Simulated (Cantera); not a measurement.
Standard-state values (1 bar) from the NASA 1993 polynomials, evaluated with Cantera. Values are per mole of reaction as written; species without (g) are pure solids or liquids, kept so even where they would boil at 1 bar.

Q: Between 300 and 2325 K, where is each reaction favourable under standard conditions?
- 2 HF(g) + Cu = H₂(g) + CuF₂
- 2 HF(g) + Cu = CuF₂(g) + 2 H(g)

A: 
- 2 HF(g) + Cu = H₂(g) + CuF₂: ΔG° is 58 kJ at 300 K and 286 kJ at 2325 K; it stays positive (K < 1). ΔH° is 112 kJ and ΔS° -74 J/K at 2325 K.
- 2 HF(g) + Cu = CuF₂(g) + 2 H(g): ΔG° is 679 kJ at 300 K and 431 kJ at 2325 K; it stays positive (K < 1). ΔH° is 711 kJ and ΔS° 121 J/K at 2325 K.
